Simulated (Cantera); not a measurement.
A closed system holds: 1 mol Si3H8, 0.056 mol Cl2, 4 mol H2, at 98.0 mbar.

Equilibrium computed with Cantera from the NASA thermochemical tables; the gas is ideal and each condensed phase is pure. Candidate condensed phases: Si; 19 gas species. The feed counts by its element totals alone. Rates play no part.

Over these rows the condensed part is Si(s). Partial pressures as log10 of bar:

```tsv
T (K)	1000/T (1/K)	log p SiHCl3	log p H2	log p HCl
1150	0.8696	-4.72	-1.01	-2.93
1250	0.8000	-5.40	-1.01	-2.90
1350	0.7407	?	-1.01	-2.90
1450	0.6897	-6.62	-1.01	-2.90
1550	0.6452	-7.11	-1.01	-2.90
1650	0.6061	-7.55	-1.01	-2.90
```

Fit log p(SiHCl3) = a + b·(1000/T) to the five rows, give the apparent enthalpy, and predict the row at 1350 K.

Means: 1000/T = 0.7221, log p = -6.280. Sxy = 0.520815, Sxx = 0.0482440, so b = 10.80 and a = -6.280 − (10.80)×0.7221 = -14.08.
Apparent enthalpy: −19.145 × (10.80) = -207 kJ/mol. With the condensed phases at unit activity, Si(s) + 3 HCl(g) = SiHCl3(g) + H2(g) links this pressure to the main gases: over the six rows their terms move log p by +0.09 in all, so the slope is close to that reaction's ΔH°. The five rows lie within 0.04 of the line.
Prediction at 1350 K: -14.08 + (10.80)×0.7407 = -6.08. The computed value is -6.05, 0.03 from the line.
